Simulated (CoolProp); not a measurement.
Computed with CoolProp (reference Helmholtz-energy equation of state, Lemmon 2006). It is a short technical equation, of lower accuracy than the large ones.

Problem. Give the vapour pressure (MPa), vapour density (kg/m³), liquid cp (kJ/(kg K)) of saturated n-decane at 356.6, 424.7, 470.2 K.

Solution. 
| T (K) | p (MPa) | vapour density (kg/m³) | liquid cp (kJ/(kg K)) |
|---|---|---|---|
| 356.6 | 0.00476 | 0.230 | 2.42 |
| 424.7 | 0.0550 | 2.31 | 2.71 |
| 470.2 | 0.175 | 7.04 | 2.91 |
